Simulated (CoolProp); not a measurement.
A Linde-Hampson liquefier for ethylene: isothermal reversible compression at 320 K from 1 atm to 5 MPa, throttling to 1 atm, return gas leaving the recuperator 10 K below the feed. Each further row changes one setting.

Values from CoolProp's reference Helmholtz-energy equation of state, Smukala 2000.

```
case                        liquid yield per pass  compression work (kJ/kg of gas)
--------------------------  ---------------------  -------------------------------
as stated                                       ?                              347
high pressure 10 MPa                            ?                                ?
warm-end temperature 350 K                      ?                                ?
warm-end gap 15 K                               ?                              347
```

Problem. Fill in the missing entries.

Solution. 
- as stated, liquid yield per pass: 0.100
- high pressure 10 MPa, liquid yield per pass: 0.304
- high pressure 10 MPa, compression work (kJ/kg of gas): 386
- warm-end temperature 350 K, liquid yield per pass: 0.066
- warm-end temperature 350 K, compression work (kJ/kg of gas): 387
- warm-end gap 15 K, liquid yield per pass: 0.089
